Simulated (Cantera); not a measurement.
Feed: 1 mol SiC, 0.0028 mol H₂O, 160 mol H₂, held at 133 Pa.

These are equilibrium values from Cantera (NASA tables, ideal gas, pure condensed phases), not measurements of a reactor. Candidate condensed phases: C, C₆H₆, C₇H₈, C₈H₁₈, H₂O, Si, SiC, SiO₂; 123 gas species. Mutual solubility and eutectic melting of coexisting phases are not modelled. Equilibrium is a limit: real reactors are often held back by kinetics, nucleation or transport.

Which condensed phases are stable at each of these points (T (°C)): 802, 902, 1002, 1102, 1202, 1302, 1402, 1502, 1602, 1702?


| T (°C) | condensed phases | Si condensed (%) |
|---|---|---|
| 802 | SiC(s) + SiO₂(β-quartz) | 100.0 |
| 902 | SiC(s) | 99.9 |
| 1002 | SiC(s) | 99.9 |
| 1102 | SiC(s) | 99.9 |
| 1202 | SiC(s) | 99.9 |
| 1302 | SiC(s) | 99.8 |
| 1402 | SiC(s) | 99.6 |
| 1502 | SiC(s) | 98.7 |
| 1602 | SiC(s) | 94.4 |
| 1702 | SiC(s) | 77.7 |

At 802 °C the condensed part is SiC(s) + SiO₂(β-quartz). From 902 °C to 1702 °C the condensed part is SiC(s).
